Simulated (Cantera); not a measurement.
Source: NASA polynomial tables (part measured, part estimated), evaluated in Cantera. Values are per mole of reaction as written; species without (g) are pure solids or liquids, kept so even where they would boil at 1 bar.

PbO + H2(g) ⇌ Pb + H2O(g)

| T (K) | ΔH° (kJ) | ΔS° (J/K) | ΔG° (kJ) | log10 K | condensed phases |
|---|---|---|---|---|---|
| 1123 | -32.2 | 41.3 | -78.6 | 3.65 | PbO(yellow), Pb(l) |
| 1148 | -32.6 | 40.9 | -79.6 | 3.62 | PbO(yellow), Pb(l) |
| 1173 | -58.7 | 18.4 | -80.3 | 3.58 | PbO(l), Pb(l) |
| 1198 | (withheld) | (withheld) | (withheld) | (withheld) | PbO(l), Pb(l) |
| 1223 | -59.8 | 17.5 | -81.2 | 3.47 | PbO(l), Pb(l) |
| 1248 | (withheld) | (withheld) | (withheld) | (withheld) | PbO(l), Pb(l) |

Fill in the missing entries.


- 1198, ΔH° (kJ): -59.3
- 1198, ΔS° (J/K): 17.9
- 1198, ΔG° (kJ): -80.8
- 1198, log10 K: 3.52
- 1248, ΔH° (kJ): -60.4
- 1248, ΔS° (J/K): 17.0
- 1248, ΔG° (kJ): -81.6
- 1248, log10 K: 3.42
